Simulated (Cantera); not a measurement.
What does this Cantera script print?

```python
import numpy as np
import cantera as ct

gas_names = """
    H HNO HNO2 HNO3 HO2 H2 H2O H2O2 N NH NH2 NH3 NH2OH NO NO2 NO3 N2 N2H2 N2H4 N2O O OH O2 O3 V VN VO
    VO2
""".split()
cond_names = """
    H2O(s) H2O(L) V(cr) V(L) VN(s) VO(s) VO(L) V2O3(s) V2O3(L) V2O4(I) V2O4(II) V2O4(L) V2O5(s) V2O5(L)
""".split()


# ... load() reads the species with a 1 bar reference pressure and builds the phases ...
atoms = {
    'V2O3': {'V': 2, 'O': 3},
    'H2': {'H': 2},
    'N2': {'N': 2},
}
top_T = {'VN(s)': 2300}  # K; cautious upper limits of use, not melting points


# ... equilibrate(T, P, feed) seeds the gas with the atoms and calls Mixture.equilibrate('TP', solver="vcs", rtol=1e-11, max_steps=5000) ...
results = []
feed = {'V2O3': 1, 'H2': 280, 'N2': 2.6}  # mol
P = 690  # Pa
for T in [1300, 1375, 1450, 1525, 1600, 1675, 1750, 1825, 1900, 1975]:
    mix = equilibrate(T, P, feed)
    results.append((T, P, feed, dict(zip(mix.species_names, mix.species_moles))))

top = {s: max(r[3][s] / sum(r[3][g] for g in gas_names) for r in results) for s in gas_names}
cols = sorted((s for s in top if top[s] > 0.0001), key=lambda s: -top[s])[:9]
seen = [c for c in cond_names if any(r[3].get(c, 0) > 1e-12 for r in results)]
print("log10 of partial pressures in bar; condensed amounts in mol")
print(f"{'T/K':>10s}" + "".join(f"{s[:9]:>10s}" for s in cols + seen))
for T, P, feed, n in results:
    ng = sum(n[g] for g in gas_names)
    print(f"{T:10.4g}" + "".join(f"{np.log10(max(n[s] / ng * P / 1e5, 1e-99)):10.3f}" for s in cols)
          + "".join(f"{n.get(c, 0):10.4g}" for c in seen))
```

It prints:

```
log10 of partial pressures in bar; condensed amounts in mol
       T/K        H2         H        N2       H2O        VO       VO2     VO(s)   V2O3(s)
      1300    -2.166    -7.039    -4.197    -5.162   -13.140   -12.254    0.5647    0.7176
      1375    -2.166    -6.548    -4.197    -4.933   -11.964   -11.088    0.9553    0.5223
      1450    -2.166    -6.107    -4.197    -4.729   -10.914   -10.047     1.529    0.2356
      1525    -2.167    -5.709    -4.197    -4.612    -9.971    -9.179         2         0
      1600    -2.167    -5.348    -4.197    -4.613    -9.121    -8.502         2         0
      1675    -2.167    -5.019    -4.198    -4.613    -8.350    -7.889     1.999         0
      1750    -2.168    -4.717    -4.198    -4.614    -7.649    -7.331     1.997         0
      1825    -2.169    -4.441    -4.199    -4.616    -7.008    -6.823      1.99         0
      1900    -2.171    -4.186    -4.199    -4.622    -6.421    -6.361     1.965         0
      1975    -2.174    -3.951    -4.201    -4.635    -5.882    -5.943     1.893         0
```

Cantera equilibrium calculation (NASA polynomials, part measured and part estimated; ideal gas, pure solids and liquids). Mutual solubility and eutectic melting of coexisting phases are not modelled. VO: taken at fixed stoichiometry. Condensed phases not in the tables: the oxides between V2O3 and V2O5 other than VO2.
